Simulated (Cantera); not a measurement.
**Diamond growth**

A diamond (100) surface in a fixed gas of H2 with x(CH4) = 0.02, x(H) = 0.043, at 1300 K, 0.0306 atm; coverages are run to steady state.

Computed with Cantera and the Harris–Goodwin 1993 mechanism for the reconstructed diamond (100) surface.

| x(CH3) | growth (µm/h) | θ c6HH | θ c6H* | θ c6*H | θ c6** | θ c6HM |
|---|---|---|---|---|---|---|
| 1e-06 | 0.0151 | 0.376 | 0.0496 | 0.527 | 0.0474 | 1.18e-6 |
| 2.5e-06 | 0.0378 | 0.376 | 0.0496 | 0.527 | 0.0474 | 2.94e-6 |
| 6.4e-06 | 0.0967 | 0.376 | 0.0496 | 0.527 | 0.0474 | 7.54e-6 |
| 1.6e-05 | 0.242 | 0.376 | 0.0496 | 0.527 | 0.0474 | 1.88e-5 |
| 4.1e-05 | 0.620 | 0.376 | 0.0496 | 0.527 | 0.0474 | 4.83e-5 |
| 0.0001 | 1.51 | 0.376 | 0.0496 | 0.527 | 0.0474 | 0.000118 |
| 0.00026 | 3.92 | 0.376 | 0.0496 | 0.527 | 0.0473 | 0.000306 |
| 0.00067 | 10.1 | 0.375 | 0.0495 | 0.526 | 0.0472 | 0.000787 |
| 0.0017 | 25.4 | 0.375 | 0.0494 | 0.525 | 0.0468 | 0.00199 |
θ: site fractions in the mechanism's names (c6HH fully hydrogenated, c6H* and c6*H radical sites, c6** diradical, c6HM methylated).
